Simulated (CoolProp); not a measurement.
200 sccm (0 °C, 1 atm) of nitrogen bubbles through liquid n-decane at 344.1 K and leaves saturated at a total pressure of 0.0312 MPa (ideal gas phase). Each further row changes one setting.

Model: reference Helmholtz-energy equation of state, Lemmon 2006, in CoolProp. It is a short technical equation, of lower accuracy than the large ones.

```
case                       vapour pressure (kPa)  mole fraction of vapour  delivery (mg/min)  delivery (sccm)  change of delivery for a bath 1 K warmer (%)
-------------------------  ---------------------  -----------------------  -----------------  ---------------  --------------------------------------------
as stated                                   2.66                   0.0852                118             18.6                                           5.5
bath temperature 349.1 K                    3.38                    0.108                154             24.3                                           5.4
total pressure 0.0624 MPa                   2.66                   0.0426               56.5             8.90                                           5.2
```
